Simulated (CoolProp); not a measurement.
Aqueous propylene glycol as a coolant, 25 % by mass, freezing at -9.8 °C, 1 atm.

Values from CoolProp's Melinder's fits for secondary coolants.

```json
[
 {"T (°C)": "-8.7", "density (kg/m³)": "(withheld)", "cp (kJ/(kg K))": "(withheld)", "conductivity (W/(m K))": "0.442", "Prandtl number": "74.6"},
 {"T (°C)": "-1.8", "density (kg/m³)": "1026", "cp (kJ/(kg K))": "3.868", "conductivity (W/(m K))": "0.448", "Prandtl number": "51.9"},
 {"T (°C)": "5.1", "density (kg/m³)": "(withheld)", "cp (kJ/(kg K))": "3.884", "conductivity (W/(m K))": "0.454", "Prandtl number": "37.4"},
 {"T (°C)": "12", "density (kg/m³)": "(withheld)", "cp (kJ/(kg K))": "3.901", "conductivity (W/(m K))": "0.461", "Prandtl number": "27.8"},
 {"T (°C)": "18.9", "density (kg/m³)": "1020", "cp (kJ/(kg K))": "(withheld)", "conductivity (W/(m K))": "0.467", "Prandtl number": "21.3"},
 {"T (°C)": "25.8", "density (kg/m³)": "1017", "cp (kJ/(kg K))": "3.934", "conductivity (W/(m K))": "0.473", "Prandtl number": "16.8"},
 {"T (°C)": "32.7", "density (kg/m³)": "1014", "cp (kJ/(kg K))": "3.951", "conductivity (W/(m K))": "0.479", "Prandtl number": "13.5"},
 {"T (°C)": "39.6", "density (kg/m³)": "1010", "cp (kJ/(kg K))": "3.968", "conductivity (W/(m K))": "0.485", "Prandtl number": "11.2"}
]
```

### Question
Some entries are withheld; supply them.

### Answer

- -8.7, density (kg/m³): 1028
- -8.7, cp (kJ/(kg K)): 3.851
- 5.1, density (kg/m³): 1024
- 12, density (kg/m³): 1022
- 18.9, cp (kJ/(kg K)): 3.918
